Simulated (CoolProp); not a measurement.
A Linde-Hampson liquefier for carbon monoxide: isothermal reversible compression at 280 K from 1 atm to 40 MPa, throttling to 1 atm, return gas leaving the recuperator 10 K below the feed. Each further row changes one setting.

The numbers come from the reference Helmholtz-energy equation of state, Lemmon 2006 in CoolProp. It is a short technical equation, of lower accuracy than the large ones.

```
case                        liquid yield per pass  compression work (kJ/kg of gas)
--------------------------  ---------------------  -------------------------------
as stated                                   0.106                              500
high pressure 80 MPa                        0.064                              585
warm-end temperature 310 K                  0.074                              559
warm-end gap 15 K                           0.095                              500
```
